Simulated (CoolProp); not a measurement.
Saturation properties of C2F6 (R116).

Values from CoolProp's reference Helmholtz-energy equation of state, Lemmon 2006. It is a short technical equation, of lower accuracy than the large ones.

```tsv
T (°C)	p (bar)	liquid density (kg/m³)	vapour density (kg/m³)	liquid cp (kJ/(kg K))	liquid viscosity (µPa s)	vapour viscosity (µPa s)
-51.95	3.424	1482	28.75	1.019	269	10.3
-49.45	3.784	1469	31.69	1.028	258	10.4
-46.85	4.187	1455	34.99	1.037	247	10.5
-44.35	4.604	1442	38.43	1.047	237	10.6
-41.85	5.052	1428	42.14	1.057	227	10.8
-39.25	5.551	1414	46.31	1.069	218	10.9
-36.75	6.064	1400	50.63	1.080	209	11.0
-34.25	6.612	1386	55.30	1.092	200	11.1
-31.75	7.197	1371	60.32	1.105	192	11.3
-29.15	7.844	1355	65.97	1.120	184	11.4
-26.65	8.506	1339	71.84	1.134	176	11.6
-24.15	9.209	1323	78.18	1.150	169	11.7
-21.55	9.985	1306	85.32	1.169	161	11.9
-19.05	10.78	1289	92.75	1.188	154	12.1
```

It boils at -78.1 °C under 1 atm.

Viscosity comes from a separate model (Huber 2003), an estimate that may be off by 10 % or more.
